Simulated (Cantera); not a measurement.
Charge: 1 mol CO2, 0.049 mol SO2, 0.054 mol O2, 0.19 mol H2, equilibrated at 1.88 Torr.

Cantera equilibrium calculation (NASA polynomials, part measured and part estimated; ideal gas, pure solids and liquids). Candidate condensed phases: C, C6H6, C7H8, C8H18, H2O, H2SO4, S; 123 gas species. Rates play no part.

x: gas mole fraction; nothing condenses.

| T (°C) | x CO2 | x H2O | x CO | x SO2 | x O2 | x OH |
|---|---|---|---|---|---|---|
| 1427 | 0.744 | 0.149 | 0.0628 | 0.0392 | 0.000265 | 0.000374 |
| 1452 | 0.743 | 0.149 | 0.0633 | 0.0392 | 0.000461 | 0.000508 |
| 1477 | 0.742 | 0.149 | 0.0640 | 0.0392 | ___ | ___ |
| 1502 | 0.740 | 0.149 | 0.0651 | 0.0391 | 0.00129 | 0.000905 |
| 1527 | 0.738 | 0.149 | 0.0668 | 0.0391 | 0.00207 | 0.00118 |
| 1552 | 0.735 | 0.148 | 0.0690 | 0.0390 | 0.00319 | 0.00153 |
| 1577 | 0.730 | 0.147 | 0.0722 | 0.0389 | ___ | ___ |
| 1602 | 0.724 | 0.147 | 0.0762 | 0.0388 | 0.00678 | 0.00245 |
| 1627 | 0.716 | 0.146 | 0.0813 | 0.0386 | 0.00934 | 0.00303 |
| 1652 | 0.707 | 0.144 | 0.0874 | 0.0384 | 0.0124 | 0.00370 |
| 1677 | 0.696 | 0.143 | 0.0946 | 0.0382 | 0.0161 | 0.00448 |

Task: Fill in the missing entries.

Result: 
- 1477, x O2: 0.000783
- 1477, x OH: 0.000682
- 1577, x O2: 0.00474
- 1577, x OH: 0.00195
